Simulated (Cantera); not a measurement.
Cantera with NASA thermochemical tables; ideal gases at 1 bar, condensed phases pure. Values are per mole of reaction as written; species without (g) are pure solids or liquids, kept so even where they would boil at 1 bar.

AlCl3(g) + 2 Al ⇌ 3 AlCl(g), with ΔH° = 430.2 kJ and ΔS° = 312.7 J/K at 300 K.

Task: How far is the shortcut ΔG° ≈ ΔH°(300 K) − T·ΔS°(300 K) from the full temperature-dependent value at 973, 1023, 1073, 1123, 1173 K?

Result: 
| T (K) | shortcut (kJ) | full (kJ) | difference (kJ) | difference in log10 K | condensed phases |
|---|---|---|---|---|---|
| 973 | 125.9 | 137.3 | -11.3 | 0.61 | Al(l) |
| 1023 | 110.3 | 124.3 | -14.0 | 0.71 | Al(l) |
| 1073 | 94.7 | 111.4 | -16.7 | 0.81 | Al(l) |
| 1123 | 79.0 | 98.5 | -19.5 | 0.91 | Al(l) |
| 1173 | 63.4 | 85.8 | -22.4 | 1.00 | Al(l) |
The shortcut ignores heat capacities and the phase changes listed.
